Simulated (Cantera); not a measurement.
**Equilibrium for abatement and gas-phase synthesis: CO2 + SO2 + O2**

A closed system holds: 1 mol CO2, 0.059 mol SO2, 6.6 mol O2, equilibrated at 75.0 Torr.

Equilibrium computed with Cantera from the NASA thermochemical tables; the gas is ideal and each condensed phase is pure. Candidate condensed phases: C, S; 22 gas species. Kinetics and transport are ignored.

From 675 K to 1675 K nothing is condensed. The main C-bearing gas is CO2 throughout.

```tsv
T (K)	x O2	x CO2	x SO3	x SO2	x O	x CO	x SO
675	0.861	0.131	0.00768	4.88e-5	<1e-12	<1e-12	<1e-12
775	0.861	0.131	0.00728	0.000447	<1e-12	<1e-12	<1e-12
875	0.861	0.131	0.00572	0.00201	6.03e-12	<1e-12	<1e-12
975	0.862	0.131	0.00322	0.00449	2.12e-10	1.13e-11	<1e-12
1075	0.862	0.131	0.00146	0.00625	3.85e-9	2.90e-10	<1e-12
1175	0.862	0.131	0.000654	0.00705	4.29e-8	4.26e-9	1.04e-11
1275	0.862	0.131	0.000315	0.00739	3.28e-7	4.08e-8	1.23e-10
1375	0.862	0.131	0.000166	0.00754	1.87e-6	2.81e-7	9.98e-10
1475	0.862	0.131	9.50e-5	0.00761	8.43e-6	1.49e-6	6.04e-9
1575	0.862	0.131	5.83e-5	0.00765	3.14e-5	6.35e-6	2.90e-8
1675	0.862	0.131	3.79e-5	0.00767	0.000100	2.27e-5	1.15e-7
```
x: gas mole fraction; nothing condenses.
